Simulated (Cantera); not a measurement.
Feed: 1 mol CH3F, 0.21 mol CH4, at 82.0 Pa.

These are equilibrium values from Cantera (NASA tables, ideal gas, pure condensed phases), not measurements of a reactor. Candidate condensed phases: C, C6H6, C7H8, C8H18; 95 gas species. Kinetics and transport are ignored.

x: gas mole fraction; nothing condenses.

| T (K) | x H | x HF | x C | x F | x C3 | x C2 | x H2 |
|---|---|---|---|---|---|---|---|
| 3000 | 0.649 | 0.169 | 0.0345 | 0.0490 | 0.0661 | 0.0120 | 0.0139 |
| 3050 | 0.654 | 0.148 | 0.0447 | 0.0631 | 0.0597 | 0.0135 | 0.0104 |
| 3100 | 0.657 | 0.126 | 0.0569 | 0.0782 | 0.0525 | 0.0148 | 0.00784 |
| 3150 | 0.659 | (withheld) | (withheld) | (withheld) | (withheld) | 0.0159 | (withheld) |
| 3200 | 0.658 | 0.0843 | 0.0868 | 0.107 | 0.0369 | 0.0165 | 0.00450 |
| 3250 | 0.656 | 0.0664 | 0.104 | 0.120 | 0.0291 | 0.0166 | 0.00343 |
| 3300 | 0.653 | (withheld) | (withheld) | 0.130 | (withheld) | 0.0160 | (withheld) |
| 3350 | 0.649 | 0.0391 | 0.138 | 0.138 | 0.0155 | 0.0148 | 0.00201 |
| 3400 | 0.645 | 0.0297 | 0.153 | 0.144 | 0.0104 | 0.0132 | 0.00156 |

**Question.** Fill in the missing entries.

**Answer.** 
- 3300, x HF: 0.0513
- 3300, x C: 0.121
- 3300, x C3: 0.0218
- 3300, x H2: 0.00262
- 3150, x HF: 0.105
- 3150, x C: 0.0710
- 3150, x F: 0.0933
- 3150, x C3: 0.0448
- 3150, x H2: 0.00593
